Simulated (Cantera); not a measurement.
A Cantera script and what it prints.

```python
import numpy as np
import cantera as ct

gas_names = """
    C CH CH2 CH3 CH2OH CH3O CH4 CH3OH CO CO2 COOH C2 C2H CHCO,ketyl C2H2,acetylene C2H2,vinylidene
    CH2CO,ketene C2H3,vinyl CH3CO,acetyl C2H4 C2H4O,ethylen CH3CHO,ethanal CH3COOH (HCOOH)2 C2H5 C2H6
    CH3OCH3 C2H5OH C2O C3 C3H3,propargyl C3H4,allene C3H4,propyne C3H4,cyclo- C3H5,allyl C3H6,propylene
    C3H6,cyclo- C3H6O C3H7,n-propyl C3H7,i-propyl C3H8 C3H8O,1propanol C3H8O,2propanol C3O2 C4 C4H2
    C4H4,1,3-cyclo- C4H6,butadiene C4H6,2-butyne C4H6,cyclo- C4H8,1-butene C4H8,cis2-buten
    C4H8,tr2-butene C4H8,isobutene C4H8,cyclo- (CH3COOH)2 C4H9,n-butyl C4H9,i-butyl C4H9,s-butyl
    C4H9,t-butyl C4H10,isobutane C4H10,n-butane C5 C5H6,1,3cyclo- C5H8,cyclo- C5H10,1-pentene
    C5H10,cyclo- C5H11,pentyl C5H11,t-pentyl C5H12,n-pentane C5H12,i-pentane CH3C(CH3)2CH3 C6H2
    C6H5,phenyl C6H5O,phenoxy C6H6 C6H5OH,phenol C6H10,cyclo- C6H12,1-hexene C6H12,cyclo- C6H13,n-hexyl
    C7H7,benzyl C7H8 C7H8O,cresol C7H14,1-heptene C7H15,n-heptyl C7H16,n-heptane C8H8,styrene
    C8H10,ethylbenz C8H16,1-octene C8H17,n-octyl C8H18,isooctane C8H18,n-octane C9H19,n-nonyl
    C10H8,naphthale C10H21,n-decyl C12H9,o-bipheny C12H10,bipheny H HCO HO2 H2 HCHO,formaldehy HCOOH H2O
    H2O2 O OH O2 O3 Ti TiO TiO2
""".split()
cond_names = """
    C(gr) C6H6(L) C7H8(L) C8H18(L),n-octa H2O(s) H2O(L) Ti(a) Ti(b) Ti(L) TiC(s) TiC(L) TiO(a) TiO(b)
    TiO(L) TiO2(ru) TiO2(L) Ti2O3(a) Ti2O3(b) Ti2O3(L) Ti3O5(a) Ti3O5(b) Ti3O5(L) Ti4O7(s) Ti4O7(L)
""".split()


def load(file, names, dense=False):
    # The tables refer to 1 bar. Condensed volumes are neglected.
    table = {s.name: s for s in ct.Species.list_from_file(file)}
    out = []
    for n in names:
        d = dict(table[n].input_data)
        d["thermo"] = dict(d["thermo"], **{"reference-pressure": 1e5})
        if dense:
            d["equation-of-state"] = {"model": "constant-volume", "density": "1e6 g/cm^3"}
        out.append(ct.Species.from_dict(d))
    return out


gas = ct.Solution(thermo="ideal-gas", species=load("nasa_gas.yaml", gas_names))
cond = {s.name: ct.Solution(thermo="fixed-stoichiometry", species=[s], name=s.name)
        for s in load("nasa_condensed.yaml", cond_names, dense=True)}
atoms = {
    'Ti': {'Ti': 1},
    'CO': {'C': 1, 'O': 1},
    'H2': {'H': 2},
}
top_T = {'C(gr)': 4500}  # K; cautious upper limits of use, not melting points


def equilibrate(T, P, feed):
    n = {}
    for name, mol in feed.items():
        for a, k in atoms[name].items():
            n[a] = n.get(a, 0.0) + k * mol
    gas.TPX = T, P, n
    mass = sum(n.values()) * gas.mean_molecular_weight
    gas.equilibrate("TP")
    valid = [c for c in cond.values() if c.min_temp <= T <= top_T.get(c.name, c.max_temp)]
    mix = ct.Mixture([(gas, mass / gas.mean_molecular_weight)] + [(c, 0.0) for c in valid])
    mix.T, mix.P = T, P
    mix.equilibrate("TP", solver="vcs", rtol=1e-11, max_steps=5000)
    return mix


results = []
feed = {'Ti': 1, 'CO': 0.32, 'H2': 1.1}  # mol
T = 1650  # K
P = 250000  # Pa
mix = equilibrate(T, P, feed)
results.append((T, P, feed, dict(zip(mix.species_names, mix.species_moles))))
x = sorted(zip(gas.X, gas.species_names), reverse=True)
print(f"T = {T:g} K  P = {P:g} Pa  gas = {mix.phase_moles(0):.4g} mol")
print("   x: " + "  ".join(f"{s} {v:.3e}" for v, s in x if v > 1e-06))
print("   condensed (mol): " + ("  ".join(f"{mix.phase(i).name} {mix.phase_moles(i):.4g}"
      for i in range(1, mix.n_phases) if mix.phase_moles(i) > 1e-12) or "none"))
```

Output:

```
T = 1650 K  P = 250000 Pa  gas = 1.1 mol
   x: H2 9.999e-01  H 5.745e-05
   condensed (mol): Ti(b) 0.36  TiC(s) 0.32  TiO(b) 0.32
```

These are equilibrium values from Cantera (NASA tables, ideal gas, pure condensed phases), not measurements of a reactor. Mutual solubility and eutectic melting of coexisting phases are not modelled. TiC, TiO: taken at fixed stoichiometry. Condensed phases not in the tables: solid solutions among these carbides, nitrides and lower oxides, N, O or C dissolved in the metal.
